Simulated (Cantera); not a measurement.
A Cantera script and its output.

```python
import numpy as np
import cantera as ct

gas = ct.Solution("gri30.yaml")
gas.TPX = 1273, 1000000, {'CH4': 1, 'O2': 4, 'N2': 15}
reactor = ct.IdealGasReactor(gas, energy="on", clone=False)
net = ct.ReactorNet([reactor])
net.rtol, net.atol = 1e-08, 1e-16
show = ['CH4', 'O2', 'HCN', 'CO', 'HO2', 'OH']
times = np.geomspace(1e-06, 2, 13)

steps = ct.SolutionArray(gas, extra=["t"])
rows = []
print(f"{'t/s':>10s}{'T/K':>9s}{'P/Pa':>11s}" + "".join(f"{s:>11s}" for s in show))
for t in times:
    while net.time < t:
        t_next = net.step()
        steps.append(gas.state, t=t_next)
    rows.append([np.interp(t, steps.t, y) for y in (steps.T, steps.P, *steps(*show).X.T)])
    print(f"{t:10.3e}{rows[-1][0]:9.1f}{rows[-1][1]:11.4g}" + "".join(f"{x:11.3e}" for x in rows[-1][2:]))
rate = np.gradient(steps.T, steps.t)
print("integrator steps:", len(steps.t))
if steps.T.max() > steps.T[0] + 200:
    print(f"time of steepest temperature rise: {steps.t[rate.argmax()]:.4e} s")
gas.TPX = 1273, 1000000, {'CH4': 1, 'O2': 4, 'N2': 15}
gas.equilibrate("UV")
print(f"equilibrium (UV): T = {gas.T:.1f} K  " + "  ".join(f"{s} {gas[s].X[0]:.3e}" for s in show))
```

Result:

```
       t/s      T/K       P/Pa        CH4         O2        HCN         CO        HO2         OH
 1.000e-06   1273.0      1e+06  5.000e-02  2.000e-01  1.206e-23  1.398e-14  1.685e-08  3.813e-11
 3.350e-06   1273.0      1e+06  5.000e-02  2.000e-01  1.385e-22  5.401e-13  5.613e-08  1.144e-10
 1.122e-05   1273.0      1e+06  5.000e-02  2.000e-01  1.662e-21  2.163e-11  1.843e-07  4.394e-10
 3.761e-05   1273.0      1e+06  5.000e-02  2.000e-01  2.426e-20  1.032e-09  5.775e-07  2.157e-09
 1.260e-04   1273.0      1e+06  4.999e-02  2.000e-01  7.337e-19  8.785e-08  1.544e-06  1.427e-08
 4.221e-04   1274.1  1.001e+06  4.981e-02  1.999e-01  2.877e-17  8.459e-06  4.011e-06  5.339e-08
 1.414e-03   1720.8  1.373e+06  1.608e-02  1.572e-01  1.808e-09  2.265e-02  4.082e-04  2.387e-04
 4.738e-03   2510.9  1.978e+06  1.222e-18  9.270e-02  4.582e-12  1.404e-03  1.648e-05  5.690e-03
 1.587e-02   2504.0  1.973e+06  1.126e-18  9.128e-02  4.609e-12  1.367e-03  1.599e-05  5.553e-03
 5.318e-02   2503.9  1.973e+06  1.126e-18  9.128e-02  4.609e-12  1.367e-03  1.599e-05  5.553e-03
 1.782e-01   2503.9  1.973e+06  1.126e-18  9.128e-02  4.609e-12  1.367e-03  1.599e-05  5.553e-03
 5.970e-01   2503.9  1.973e+06  1.126e-18  9.128e-02  4.609e-12  1.367e-03  1.599e-05  5.553e-03
 2.000e+00   2503.9  1.973e+06  1.126e-18  9.128e-02  4.609e-12  1.367e-03  1.599e-05  5.553e-03
integrator steps: 2107
time of steepest temperature rise: 1.4166e-03 s
equilibrium (UV): T = 2503.9 K  CH4 1.644e-18  O2 9.128e-02  HCN 4.609e-12  CO 1.367e-03  HO2 1.599e-05  OH 5.553e-03
```

Detailed kinetics in Cantera: GRI-Mech 3.0 (53 species, 325 reactions).
